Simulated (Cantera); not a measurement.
Feed: 1 mol TiO2, 6.4 mol H2, at 0.133 bar.

Method: chemical equilibrium by Gibbs-energy minimisation in Cantera with the NASA 1993 tables (ideal gas, pure condensed phases). Candidate condensed phases: H2O, Ti, TiO, TiO2, Ti2O3, Ti3O5, Ti4O7; 12 gas species. Rates play no part. All values below are at 1675 °C.

Base state: H2 0.945, H2O 0.0520, H 0.00301, OH 1.50e-5 (mole fractions); condensed: Ti3O5(s).

What changes in the equilibrium state with this change: pressure from 0.133 bar to 1.00 bar?


```csv
species,before,after
H2,0.945,0.947
H2O,0.0520,0.0520
H,0.00301,0.00110
OH,1.50e-5,5.47e-6
"Ti3O5(s), mol",0.333,0.333
```
